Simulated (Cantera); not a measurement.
Feed: 1 mol Si, 1.5 mol HBr, 12 mol H2, held at 1000 Pa.

These are equilibrium values from Cantera (NASA tables, ideal gas, pure condensed phases), not measurements of a reactor. Candidate condensed phases: Br2, Si; 19 gas species. The tables' values for SiBr3 are old estimates; treat these amounts as uncertain. The numbers say what is thermodynamically allowed, not how fast it happens. All values below are at 850 °C.

Base state: H2 0.912, HBr 0.0734, SiBr2 0.00843, SiBr4 0.00446, SiBr3 0.000596, SiHBr3 0.000564, SiH2Br2 3.38e-5, Br 2.20e-5 (mole fractions); condensed: Si(s).

### Question
What changes in the equilibrium state with this change: HBr from 1.5 to 17 mol?

### Answer
```csv
species,before,after
H2,0.912,0.498
HBr,0.0734,0.466
SiBr4,0.00446,0.0339
SiH2Br2,3.38e-5,1.90e-6
SiBr2,0.00843,0.000869
"Si(s), mol",0.811,0
```

### Question
What changes in the equilibrium state with this change: HBr from 1.5 to 5.5 mol?

### Answer
```
species       before    after
----------  --------  -------
H2             0.912    0.809
HBr           0.0734    0.131
SiBr4        0.00446   0.0358
SiBr2        0.00843   0.0187
SiBr3       0.000596  0.00252
SiHBr3      0.000564  0.00224
SiH2Br2      3.38e-5  6.67e-5
Br           2.20e-5  4.18e-5
Si(s), mol     0.811        0
```
